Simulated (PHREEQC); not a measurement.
Make-up at 25 °C: 0.1 mol/kgw Cu(BF4)2, 0.0043 mol/kgw H2SO4 and 0.072 mol/kgw Na2SO4. Closed to the air; pH follows from the charge balance.

The numbers come from PHREEQC with the ion-association model, wateq4f.dat.

```
quantity                   before     after
------------------------  -------  --------
pH                           2.36      2.15
ionic strength (mol/kgw)    0.392     0.303
SO4-2 (mol/kgw)            0.0364   0.00166
HSO4- (mol/kgw)           0.00512  0.000412
```

Task: What was changed between the two runs?
(A) Cu(BF4)2 replaced by NH4BF4 at the same molality
(B) 0.0015 mol/kgw HF added
(C) Cu(BF4)2 left out
(D) temperature from 25 to 85 °C
(E) Na2SO4 left out

Result: E, Na2SO4 left out

This is a speciation only: nothing precipitates in the calculation. Real BF4- forms and hydrolyses slowly; the run takes it at equilibrium.
